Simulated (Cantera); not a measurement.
Mixture: CH4 : O2 : N2 = 1 : 1.11 : 4.18 (molar parts), equivalence ratio 1.8, at 10.0 bar, adiabatic and at constant pressure. Ignition delay is the time to a rise of 400 K.

Model: GRI-Mech 3.0 (53 species, 325 reactions), integrated in Cantera.

Task: What does this change do: constant volume in place of constant pressure?

Result: 
```
quantity                                                before       after
--------------------------------------------------  ----------  ----------
delay at 1123 K                                        17.5 ms     16.6 ms
delay at 1323 K                                        1.54 ms     1.43 ms
delay at 1523 K                                       0.197 ms    0.179 ms
delay at 1723 K                                        33.2 µs     30.1 µs
delay at 1923 K                                        8.05 µs     7.22 µs
apparent activation energy between 1723 and 1923 K  200 kJ/mol  200 kJ/mol
```
